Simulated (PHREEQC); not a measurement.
# Acid mine or pickling water (model solution)

Synthetic water in mmol/kgw, 20 °C, pH 3.84, pe 10.4:

```json
[
 {"constituent": "Na", "mmol/kgw": "120"},
 {"constituent": "K", "mmol/kgw": "0.00598"},
 {"constituent": "Ca", "mmol/kgw": "10.8"},
 {"constituent": "Mg", "mmol/kgw": "4.35"},
 {"constituent": "Cl", "mmol/kgw": "31.6"},
 {"constituent": "S(6)", "mmol/kgw": "58"},
 {"constituent": "N(5)", "mmol/kgw": "1.31"},
 {"constituent": "Si", "mmol/kgw": "0.4"},
 {"constituent": "Mn(2)", "mmol/kgw": "0.0362"}
]
```

Valence states are taken as typed.

All values are PHREEQC results (ion-association model, wateq4f.dat), not measurements.

Each row changes one thing in this solution. Precipitation was switched off in this run.

```tsv
case	ionic strength (mol/kgw)	Na+ (mol/kgw)	SO4-2 (mol/kgw)	NaSO4- (mol/kgw)	Ca+2 (mol/kgw)	CaSO4 (mol/kgw)	SI of Gypsum (CaSO4:2H2O)	SI of Chalcedony (SiO2)
as made	0.180	0.113	0.0435	0.00727	0.00596	0.00484	+0.00	+0.23
temperature from 20 to 70 °C at the same typed pH	0.172	0.112	0.0408	0.00815	0.00550	0.00528	-0.03	-0.28
Na from 120 to 60 mmol/kgw	0.154	0.0560	___	___	0.00552	0.00528	+0.04	+0.23
```

Q: Fill in the missing entries.

A: 
- Na from 120 to 60 mmol/kgw, SO4-2 (mol/kgw): 0.0461
- Na from 120 to 60 mmol/kgw, NaSO4- (mol/kgw): 0.00404

Complexes and solids missing from the database can't appear. Some of these states are supersaturated (in Quartz (slow to form), Chalcedony (slow to form), for instance). Away from 25 °C the constants follow the database's enthalpies or fits; those with neither stay at their 25 °C values.
